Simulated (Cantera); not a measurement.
Charge: 1 mol MgO, 0.1 mol H₂S, 4.5 mol O₂, equilibrated at 1250 K and 7.50 Torr.

Method: chemical equilibrium by Gibbs-energy minimisation in Cantera with the NASA 1993 tables (ideal gas, pure condensed phases). Candidate condensed phases: H₂O, H₂SO₄, Mg, MgO, Mg(OH)₂, MgS, MgSO₄, S; 26 gas species. Equilibrium is a limit: real reactors are often held back by kinetics, nucleation or transport.

Base state: O₂ 0.956, H₂O 0.0220, SO₂ 0.0216, SO₃ 0.000369, OH 1.24e-5 (mole fractions); condensed: MgO(s).

Question: What changes in the equilibrium state with this change: pressure from 7.50 Torr to 345 Torr?

Answer: 
```csv
species,before,after
O₂,0.956,0.956
H₂O,0.0220,0.0220
SO₂,0.0216,0.0197
SO₃,0.000369,0.00228
OH,1.24e-5,4.78e-6
"MgO(s), mol",1.00,1.00
```
